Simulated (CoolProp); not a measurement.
Saturation properties of R134a (Tc = 374.2 K, pc = 4.059 MPa, ω = 0.327).

The numbers come from the reference Helmholtz-energy equation of state, Tillner-Roth 1994 in CoolProp.

| T (K) | p (MPa) | liquid density (kg/m³) | vapour density (kg/m³) | surface tension (mN/m) | liquid viscosity (µPa s) | vapour viscosity (µPa s) |
|---|---|---|---|---|---|---|
| 185.9 | 0.001963 | 1548 | 0.1299 | ___ | 1240 | 7.46 |
| 202.2 | 0.007443 | 1504 | 0.4549 | 22.1 | 826 | 8.10 |
| 218.4 | 0.02217 | 1460 | 1.264 | 19.6 | 599 | 8.72 |
| 234.6 | 0.05523 | 1414 | ___ | 17.1 | 456 | 9.32 |
| 250.8 | 0.1198 | ___ | 6.157 | 14.6 | 359 | 9.91 |
| 267 | 0.2329 | 1315 | 11.58 | ___ | 289 | 10.5 |
| 283.3 | 0.4167 | 1260 | 20.33 | 10.0 | 234 | 11.1 |
| 299.5 | 0.6925 | 1202 | 33.69 | 7.85 | 192 | 11.7 |
| 315.7 | 1.088 | 1136 | 53.83 | 5.80 | ___ | ___ |
| 331.9 | 1.633 | 1059 | ___ | 3.88 | 126 | 13.5 |
| 348.1 | 2.362 | 964.4 | 133.3 | ___ | 98.3 | 15.0 |
| 364.3 | 3.321 | 824.7 | 226.5 | 0.640 | 70.3 | 18.4 |

Question: Complete the blanks.

Answer: 
- 185.9, surface tension (mN/m): 24.7
- 234.6, vapour density (kg/m³): 2.973
- 250.8, liquid density (kg/m³): 1365
- 267, surface tension (mN/m): 12.3
- 315.7, liquid viscosity (µPa s): 156
- 315.7, vapour viscosity (µPa s): 12.5
- 331.9, vapour density (kg/m³): 84.41
- 348.1, surface tension (mN/m): 2.13

It boils at 247.1 K under 1 atm.

Viscosity comes from a separate model (Huber 2003), an estimate that may be off by 10 % or more. Surface tension comes from a separate correlation (Mulero 2012).
